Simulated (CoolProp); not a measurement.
Vapour-liquid equilibrium of R13 (1) + R11 (2) at 261.7 K; x and y are mole fractions of (1).

Computed with CoolProp (multi-fluid Helmholtz-energy mixture model, Platzer 1990 and Jacobsen 1992; pair parameters Bell 2016). This equation is an older, rougher fit; its heat capacities, sound speeds and derivatives of the liquid may be far off and weren't checked against measurements.

```json
[
 {"x": "0.05", "bubble pressure, mixture model (kPa)": "132.8", "bubble pressure, Raoult's law (kPa)": "95.60", "y, mixture model": "0.821", "y, Raoult's law": "0.762"},
 {"x": "0.15", "bubble pressure, mixture model (kPa)": "328.6", "bubble pressure, Raoult's law (kPa)": "238.8", "y, mixture model": "0.929", "y, Raoult's law": "0.915"},
 {"x": "0.25", "bubble pressure, mixture model (kPa)": "497.1", "bubble pressure, Raoult's law (kPa)": "382.1", "y, mixture model": "0.954", "y, Raoult's law": "0.953"},
 {"x": "0.35", "bubble pressure, mixture model (kPa)": "642.0", "bubble pressure, Raoult's law (kPa)": "525.3", "y, mixture model": "0.966", "y, Raoult's law": "0.970"},
 {"x": "0.45", "bubble pressure, mixture model (kPa)": "768.3", "bubble pressure, Raoult's law (kPa)": "668.6", "y, mixture model": "0.973", "y, Raoult's law": "0.980"},
 {"x": "0.55", "bubble pressure, mixture model (kPa)": "881.7", "bubble pressure, Raoult's law (kPa)": "811.8", "y, mixture model": "0.978", "y, Raoult's law": "0.987"},
 {"x": "0.65", "bubble pressure, mixture model (kPa)": "989.0", "bubble pressure, Raoult's law (kPa)": "955.1", "y, mixture model": "0.982", "y, Raoult's law": "0.991"},
 {"x": "0.75", "bubble pressure, mixture model (kPa)": "1098", "bubble pressure, Raoult's law (kPa)": "1098", "y, mixture model": "0.986", "y, Raoult's law": "0.995"},
 {"x": "0.85", "bubble pressure, mixture model (kPa)": "1219", "bubble pressure, Raoult's law (kPa)": "1242", "y, mixture model": "0.991", "y, Raoult's law": "0.997"},
 {"x": "0.95", "bubble pressure, mixture model (kPa)": "1366", "bubble pressure, Raoult's law (kPa)": "1385", "y, mixture model": "0.996", "y, Raoult's law": "0.999"}
]
```

The largest gap from Raoult's law is +38.9 % in bubble pressure, at x = 0.05. No azeotrope shows between x = 0.05 and 0.95.

Pair parameters are fitted to limited data, so mixtures are less certain than the pure fluids. The gap from Raoult's law changes sign with composition, which may be real or a fault of the pair parameters; it wasn't checked against measurements.
